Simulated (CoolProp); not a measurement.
Vapour-liquid equilibrium of R125 (1) + R227EA (2) at 0.0965 MPa; x and y are mole fractions of (1).

Model: multi-fluid Helmholtz-energy mixture model, Lemmon 2005 and Lemmon 2016; pair parameters Bell 2016, in CoolProp.

| x | bubble temperature, mixture model (K) | bubble temperature, Raoult's law (K) | y, mixture model | y, Raoult's law |
|---|---|---|---|---|
| 0.05 | 252.7 | 252.6 | 0.160 | 0.171 |
| 0.125 | 248.8 | 248.5 | 0.350 | 0.366 |
| 0.2 | 245.2 | 245.0 | 0.494 | 0.510 |
| 0.275 | 242.1 | 241.9 | 0.604 | 0.618 |
| 0.35 | 239.3 | 239.2 | 0.690 | 0.702 |
| 0.425 | 236.9 | 236.8 | 0.758 | 0.767 |
| 0.5 | 234.7 | 234.6 | 0.812 | 0.820 |
| 0.575 | 232.7 | 232.6 | 0.855 | 0.863 |
| 0.65 | 230.8 | 230.8 | 0.891 | 0.898 |
| 0.725 | 229.2 | 229.2 | 0.922 | 0.927 |
| 0.8 | 227.7 | 227.6 | 0.947 | 0.951 |
| 0.875 | 226.2 | 226.2 | 0.969 | 0.972 |
| 0.95 | 224.9 | 224.9 | 0.988 | 0.990 |

The largest gap from Raoult's law is +0.3 K in bubble temperature, at x = 0.125. No azeotrope shows between x = 0.05 and 0.95.

The pair parameters rest on a limited set of measurements; away from them the model extrapolates.
